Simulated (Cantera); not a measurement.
A closed system holds: 1 mol AlCl3, 3.6 mol N2O, 8.4 mol N2, at 0.133 bar.

These are equilibrium values from Cantera (NASA tables, ideal gas, pure condensed phases), not measurements of a reactor. Candidate condensed phases: Al, AlCl3, AlN, Al2O3; 24 gas species. Equilibrium is a limit: real reactors are often held back by kinetics, nucleation or transport. All values below are at 1575 K.

Base state: N2 0.797, O2 0.0693, Cl 0.0665, Cl2 0.0660, NO 0.00100, AlCl3 0.000214, ClO 0.000144 (mole fractions); condensed: Al2O3(s).

### Question
What changes in the equilibrium state with this change: N2O from 3.6 to 0.67 mol?

### Answer
```json
[
 {"species": "N2", "before": "0.797", "after": "0.859"},
 {"species": "AlCl3", "before": "0.000214", "after": "0.0524"},
 {"species": "Cl", "before": "0.0665", "after": "0.0505"},
 {"species": "O2", "before": "0.0693", "after": "1.51e-5"},
 {"species": "Cl2", "before": "0.0660", "after": "0.0381"},
 {"species": "ClO", "before": "0.000144", "after": "1.61e-6"},
 {"species": "NO", "before": "0.00100", "after": "1.54e-5"},
 {"species": "Al2O3(s), mol", "before": "0.498", "after": "0.223"}
]
```
